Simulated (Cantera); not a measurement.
Equilibrium for carbon deposition, reforming and gasification: acetone + H₂O + H₂

Input: 1 mol acetone, 0.024 mol H₂O, 5.6 mol H₂, equilibrated at 2148.15 K.

These are equilibrium values from Cantera (NASA tables, ideal gas, pure condensed phases), not measurements of a reactor. Candidate condensed phases: C, C₆H₆, C₇H₈, C₈H₁₈, H₂O; 110 gas species. The feed counts by its element totals alone. The ideal-gas law is rough above about 30 bar. Rates play no part.

From 10.0 Pa to 1.00e7 Pa the condensed part is C(graphite). The main C-bearing gas is CO throughout. The share of C in condensed phases is highest at 10.0 Pa (65.0 %) and lowest at 1.00e7 Pa (57.7 %).

```csv
P (Pa),x H₂,x H,x CO,x CH₄,x C₂H₂ (acetylene),x H₂O,x C₂H₄,x CH₃,n C(graphite)
10,0.589,0.320,0.0891,1.02e-8,0.00113,3.56e-10,2.08e-10,1.08e-7,1.95
56,0.748,0.152,0.0980,9.24e-8,0.00143,2.78e-9,1.87e-9,3.64e-7,1.95
320,0.829,0.0671,0.103,6.48e-7,0.00159,1.84e-8,1.31e-8,1.01e-6,1.94
1800,0.865,0.0289,0.105,3.97e-6,0.00166,1.10e-7,8.04e-8,2.57e-6,1.94
10000,0.880,0.0124,0.105,2.29e-5,0.00169,6.30e-7,4.63e-7,6.21e-6,1.94
56000,0.887,0.00525,0.106,0.000130,0.00170,3.57e-6,2.63e-6,1.49e-5,1.94
320000,0.889,0.00220,0.106,0.000746,0.00170,2.05e-5,1.51e-5,3.57e-5,1.94
1800000,0.886,0.000926,0.106,0.00417,0.00170,0.000115,8.45e-5,8.42e-5,1.90
10000000,0.867,0.000388,0.108,0.0221,0.00166,0.000634,0.000449,0.000192,1.73
```
x: gas mole fraction; n: condensed amount in mol.
